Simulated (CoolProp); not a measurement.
R123 along the isobar 2490 kPa: fugacity coefficient from the reference equation and from simpler models built on Tc = 183.7 °C, pc = 3662 kPa, ω = 0.282; each cubic takes its own stable root.

The numbers come from the reference Helmholtz-energy equation of state, Younglove 1994 in CoolProp. It is a modified Benedict-Webb-Rubin equation, recast in Helmholtz form.

```json
[
 {"T (°C)": "23.25", "phase": "liquid", "reference": "0.03663", "Redlich-Kwong": "0.06954", "Peng-Robinson": "0.03686"},
 {"T (°C)": "38.95", "phase": "liquid", "reference": "0.06245", "Redlich-Kwong": "0.1079", "Peng-Robinson": "0.06259"},
 {"T (°C)": "54.55", "phase": "liquid", "reference": "0.09937", "Redlich-Kwong": "0.1578", "Peng-Robinson": "0.09941"},
 {"T (°C)": "70.25", "phase": "liquid", "reference": "0.1499", "Redlich-Kwong": "0.2203", "Peng-Robinson": "0.1498"},
 {"T (°C)": "85.85", "phase": "liquid", "reference": "0.2148", "Redlich-Kwong": "0.2946", "Peng-Robinson": "0.2147"},
 {"T (°C)": "101.55", "phase": "liquid", "reference": "0.2958", "Redlich-Kwong": "0.3808", "Peng-Robinson": "0.2957"},
 {"T (°C)": "117.25", "phase": "liquid", "reference": "0.3924", "Redlich-Kwong": "0.4767", "Peng-Robinson": "0.3919"},
 {"T (°C)": "132.85", "phase": "liquid", "reference": "0.5028", "Redlich-Kwong": "0.5793", "Peng-Robinson": "0.5010"},
 {"T (°C)": "148.55", "phase": "liquid", "reference": "0.6259", "Redlich-Kwong": "0.6862", "Peng-Robinson": "0.6209"},
 {"T (°C)": "164.25", "phase": "gas", "reference": "0.7313", "Redlich-Kwong": "0.7437", "Peng-Robinson": "0.7186"},
 {"T (°C)": "179.85", "phase": "gas", "reference": "0.7647", "Redlich-Kwong": "0.7698", "Peng-Robinson": "0.7496"},
 {"T (°C)": "195.55", "phase": "gas", "reference": "0.7925", "Redlich-Kwong": "0.7922", "Peng-Robinson": "0.7762"},
 {"T (°C)": "211.15", "phase": "gas", "reference": "0.8158", "Redlich-Kwong": "0.8116", "Peng-Robinson": "0.7991"},
 {"T (°C)": "226.85", "phase": "gas", "reference": "0.8362", "Redlich-Kwong": "0.8288", "Peng-Robinson": "0.8193"}
]
```
